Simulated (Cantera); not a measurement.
An adiabatic, constant-volume homogeneous reactor starts with CH₄ : C₂H₆ : O₂ : N₂ = 1 : 0.01 : 2.27 : 8.55 (molar parts), equivalence ratio 0.90, at 1150 K and 0.290 bar.

Detailed kinetics in Cantera: GRI-Mech 3.0 (53 species, 325 reactions).

Question: Predict: time of steepest temperature rise; temperature at 0.700 s; equilibrium temperature; x(O₂) at 0.700 s; x(NO) at 0.700 s.

Answer: 
* **time of steepest temperature rise**: 0.174 s
* **temperature at 0.700 s**: 2677 K
* **equilibrium temperature**: 2677 K
* **x(O₂) at 0.700 s**: 0.0296 (gas-phase equilibrium 0.0296)
* **x(NO) at 0.700 s**: 0.0108 (gas-phase equilibrium 0.0108)
